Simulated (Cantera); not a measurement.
An adiabatic, constant-volume homogeneous reactor starts with 3.50 % CH4, 7.21 % O2, 71.4 % N2, 17.9 % H2O, equivalence ratio 0.97, at 1398 K and 9.60 bar.

Detailed kinetics in Cantera: GRI-Mech 3.0 (53 species, 325 reactions).

Task: Predict: time of steepest temperature rise; temperature at 3.00 s; equilibrium temperature; x(O2) at 3.00 s; x(H2O) at 3.00 s; x(CO2) at 3.00 s; x(H2) at 3.00 s.

Result: 
- time of steepest temperature rise = 1.74 ms
- temperature at 3.00 s = 2246 K
- equilibrium temperature = 2246 K
- x(O2) at 3.00 s = 0.00259 (gas-phase equilibrium 0.00259)
- x(H2O) at 3.00 s = 0.245 (gas-phase equilibrium 0.245)
- x(CO2) at 3.00 s = 0.0336 (gas-phase equilibrium 0.0336)
- x(H2) at 3.00 s = 0.00187 (gas-phase equilibrium 0.00187)
